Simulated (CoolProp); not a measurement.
Vapour-liquid equilibrium of CH2F2 (R32) (1) + methanol (2) at 0.0624 MPa; x and y are mole fractions of (1).

The numbers come from the multi-fluid Helmholtz-energy mixture model, Tillner-Roth 1997 and de Reuck 1993; pair parameters Bell 2016 in CoolProp.

```csv
x,bubble temperature (K),y at the bubble point,dew temperature at overall composition x (K),liquid density (mol/L)
0.05,247.3,?,324.6,25.93
0.2,?,0.999,320.7,?
0.35,216.2,0.999,?,26.22
0.5,215.3,0.999,310.4,?
0.65,215.3,0.999,?,?
0.8,214.8,1.000,292.4,24.66
0.95,?,1.000,269.1,24.01
```

**Question.** Fill in the missing entries.

**Answer.** 
- 0.05, y at the bubble point: 0.990
- 0.2, bubble temperature (K): 220.9
- 0.2, liquid density (mol/L): 26.44
- 0.35, dew temperature at overall composition x (K): 316.1
- 0.5, liquid density (mol/L): 25.80
- 0.65, dew temperature at overall composition x (K): 303.1
- 0.65, liquid density (mol/L): 25.26
- 0.95, bubble temperature (K): 213.3

No azeotrope shows between x = 0.05 and 0.95.

Pair parameters are fitted to limited data, so mixtures are less certain than the pure fluids. With so large a gap from Raoult's law the liquid may split in two, which this calculation doesn't test in full.
